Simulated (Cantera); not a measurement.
Charge: 1 mol Al(CH3)3, 0.97 mol N2, 1.7 mol H2, held at 1400 K and 1.20 mbar.

These are equilibrium values from Cantera (NASA tables, ideal gas, pure condensed phases), not measurements of a reactor. Candidate condensed phases: Al, AlN, C, C6H6, C7H8, C8H18; 97 gas species. The feed counts by its element totals alone. The numbers say what is thermodynamically allowed, not how fast it happens.

Base state: H2 0.929, N2 0.0704, H 0.000135, HCN 0.000127 (mole fractions); condensed: AlN(s) + C(graphite).

Question: What changes in the equilibrium state with this change: temperature from 1400 K to 2200 K?

Answer: 
| species | before | after |
|---|---|---|
| H2 | 0.929 | 0.639 |
| H | 0.000135 | 0.130 |
| Al | 1.45e-7 | 0.114 |
| N2 | 0.0704 | 0.107 |
| AlH | 8.90e-9 | 0.000592 |
| CN | <1e-9 | 5.70e-5 |
| C2H | <1e-9 | 1.15e-5 |
| AlN(s), mol | 1.000 | 0 |
| C(graphite), mol | 3.00 | 2.90 |
